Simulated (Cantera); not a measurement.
Input: 1 mol SiH2Cl2, 0.55 mol N2O, 8.7 mol N2, 26 mol O2, equilibrated at 200 Pa.

Equilibrium computed with Cantera from the NASA thermochemical tables; the gas is ideal and each condensed phase is pure. Candidate condensed phases: H2O, NH4Cl, Si, SiO2, Si2N2O, Si3N4; 47 gas species. The tables hold silica as quartz up to 1696 K and as liquid above; real silica turns to tridymite and cristobalite and melts near 1996 K. Equilibrium is a limit: real reactors are often held back by kinetics, nucleation or transport.

**Question.** At 1673 K, list the 4 most abundant gas species with their mole fractions, and the condensed phases.

**Answer.** O2 0.679, N2 0.250, HCl 0.0288, Cl 0.0254. Condensed: SiO2(β-quartz).
